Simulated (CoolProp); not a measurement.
Vapour-liquid equilibrium of ethanol (1) + dimethyl carbonate (2) at 328.9 K; x and y are mole fractions of (1).

Computed with CoolProp (multi-fluid Helmholtz-energy mixture model, Schroeder 2014 and Zhou 2011; pair parameters Bell 2016).

```tsv
x	bubble pressure, mixture model (kPa)	bubble pressure, Raoult's law (kPa)	y, mixture model	y, Raoult's law
0.05	33.76	29.96	0.166	0.064
0.15	39.75	30.86	0.351	0.187
0.25	43.36	31.76	0.450	0.303
0.35	45.47	32.67	(withheld)	0.413
0.45	46.62	33.57	0.557	0.517
0.55	47.18	34.47	0.594	0.615
0.65	47.27	35.38	0.632	0.708
0.75	(withheld)	36.28	(withheld)	0.797
0.85	45.29	37.18	0.750	0.881
0.95	41.72	38.08	0.882	0.961
```

Fill in the missing entries.


- 0.35, y, mixture model: 0.513
- 0.75, bubble pressure, mixture model (kPa): 46.79
- 0.75, y, mixture model: 0.678

The largest gap from Raoult's law is +39.2 % in bubble pressure, at x = 0.35. y crosses x between x = 0.55 and 0.65: the model has an azeotrope there.

The pair parameters rest on a limited set of measurements; away from them the model extrapolates.
